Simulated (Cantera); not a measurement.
Mixture: H2 : O2 : N2 : NO = 1 : 0.98 : 3.69 : 0.011 (molar parts), at 1.00 bar, adiabatic and at constant volume. Ignition delay is the time to a rise of 400 K.

Computed with Cantera and GRI-Mech 3.0 (53 species, 325 reactions). The mechanism lacks 2 NO + O2 → 2 NO2 and HONO, so NO2 and the effect of NO are under-described below about 1400 K. Where the delays flatten at high temperature, the 400 K rule measures the pace of heat release, not the induction time.

Problem. Predict: delay at 1248 K; delay at 1323 K; delay at 1398 K; delay at 1473 K; delay at 1548 K.

Solution. 
- delay at 1248 K = 38.0 µs
- delay at 1323 K = 28.8 µs
- delay at 1398 K = 23.4 µs
- delay at 1473 K = 20.2 µs
- delay at 1548 K = 18.5 µs
